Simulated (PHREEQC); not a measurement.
Make-up at 25 °C: 0.19 mol HF, 0.0014 mol NH4HF2, 0.12 mol (NH4)2SiF6 and 4.9e-05 mol HCl per kg of water. Closed to the air; pH follows from the charge balance.

Model: ion-association model, phreeqc.dat, run in PHREEQC.

Precipitation was switched off in this run.

**Question.** What pH, density does the model give?

**Answer.** pH 1.83; density 1.010 g/cm³.

**Question.** In which forms is F present?

**Answer.** SiF6-2 79 %, HF 18 %, HF2- 1.7 %, F- 1.4 % of the F.

SiF6-2 is the database's only silicon fluoride.
